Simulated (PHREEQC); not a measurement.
Consider water at 45 °C with 0.41 mol/kgw HF and 0.081 mol/kgw NH4HF2. Closed to the air; pH follows from the charge balance.

Computed with PHREEQC (ion-association model, phreeqc.dat).

```
Quantity                   Result
-----------------  --------------
pH                           2.10
ionic strength     0.0907 mol/kgw
activity of water           0.990
density               0.995 g/cm³
total alkalinity      -491 meq/kg
```

```tsv
species	molality	activity	log γ
HF	0.423	0.432	0.009
NH4+	0.0810	0.0604	-0.128
HF2-	0.0584	0.0455	-0.108
F-	0.0323	0.0246	-0.118
H+	0.00975	0.00804	-0.084
NH3	1.57e-8	1.60e-8	0.009
```

No solid was allowed to form. Constants without temperature data keep their 25 °C values here.
